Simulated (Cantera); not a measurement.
Input: 1 mol KCl, a varied amount of N₂, held at 1700 Pa.

These are equilibrium values from Cantera (NASA tables, ideal gas, pure condensed phases), not measurements of a reactor. Candidate condensed phases: K, KCl; 8 gas species. Kinetics and transport are ignored.

Question: What condenses at these points (T in K, n(N₂) in mol): (1875, 79); (1775, 0.13); (1375, 22); (775, 22); (1775, 79)?

Answer: 
| T (K) | n(N₂) in mol | condensed phases | K condensed (%) |
|---|---|---|---|
| 1875 | 79 | gas only | 0.0 |
| 1775 | 0.13 | gas only | 0.0 |
| 1375 | 22 | gas only | 0.0 |
| 775 | 22 | KCl | 100.0 |
| 1775 | 79 | gas only | 0.0 |
